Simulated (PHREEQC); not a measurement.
Consider water at 25 °C with 0.15 mol ZnSO4, 0.036 mol ZnCl2, 0.00012 mol NaHCO3 and 0.00018 mol Na2SO4 per kg of water. Closed to the air; pH follows from the charge balance.

Equilibrium calculation in PHREEQC: ion-association model, phreeqc.dat.

```json
{
  "pH": "5.82",
  "ionic_strength": "0.381 mol/kgw",
  "density": "1.025 g/cm³",
  "total_alkalinity": "0.120 meq/kg"
}
```

```
species     molality  activity   log γ
----------  --------  --------  ------
Zn+2           0.102    0.0241  -0.625
Cl-           0.0673    0.0450  -0.175
ZnSO4         0.0588    0.0642   0.038
SO4-2         0.0496    0.0114  -0.640
Zn(SO4)2-2    0.0208   0.00593  -0.545
ZnCl+        0.00436   0.00292  -0.174
Na+         0.000454  0.000328  -0.141
ZnCl2       0.000126  0.000138   0.038
ZnHCO3+      5.62e-5   4.11e-5  -0.136
```

No solid was allowed to form. Complexes and solids missing from the database can't appear.
